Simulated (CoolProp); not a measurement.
Vapour-liquid equilibrium of carbon dioxide (1) + R227EA (2) at 0.519 MPa; x and y are mole fractions of (1).

Computed with CoolProp (multi-fluid Helmholtz-energy mixture model, Span 1996 and Lemmon 2016; pair parameters Bell 2016).

```csv
x,"bubble temperature, mixture model (K)","bubble temperature, Raoult's law (K)","y, mixture model","y, Raoult's law"
0.05,…,285.0,0.328,0.454
0.125,273.3,268.0,0.635,0.730
0.2,260.8,256.7,…,0.845
0.275,…,248.5,0.869,0.902
0.35,244.4,242.3,0.914,0.935
0.425,238.9,237.3,0.941,0.956
0.5,…,233.2,0.958,0.969
0.575,230.7,229.7,0.970,0.978
0.65,227.6,226.7,0.979,0.985
0.725,224.8,224.1,0.986,0.990
0.8,222.3,221.8,0.991,0.994
0.875,220.0,219.7,0.995,0.996
0.95,217.9,217.8,0.998,0.999
```

### Question
Some entries are withheld; supply them.

### Answer

- 0.05, bubble temperature, mixture model (K): 289.7
- 0.2, y, mixture model: 0.790
- 0.275, bubble temperature, mixture model (K): 251.5
- 0.5, bubble temperature, mixture model (K): 234.4

The largest gap from Raoult's law is +5.3 K in bubble temperature, at x = 0.125. No azeotrope shows between x = 0.05 and 0.95.

Pair parameters are fitted to limited data, so mixtures are less certain than the pure fluids.
